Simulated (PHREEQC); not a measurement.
Dissolve 5 mol HCl, 0.21 mol MnCl2 and 0.27 mol MgCl2 per kg of water at 25 °C. Closed to the air; pH follows from the charge balance.

The numbers come from PHREEQC with the Pitzer model, pitzer.dat.

```json
{
 "pH": "-1.89",
 "ionic_strength": "6.44 mol/kgw",
 "activity_of_water": "0.684",
 "density": "1.107 g/cm³",
 "osmotic_coefficient": "1.843",
 "total_alkalinity": "-5000 meq/kg"
}
```

```tsv
species	molality	activity	log γ
Cl-	5.96	3.71	-0.206
H+	5.00	76.8	1.187
Mg+2	0.270	15.1	1.747
Mn+2	0.210	2.09	0.999
```

Precipitation was switched off in this run. In brines, pH and single-ion activities rest on the MacInnes convention.
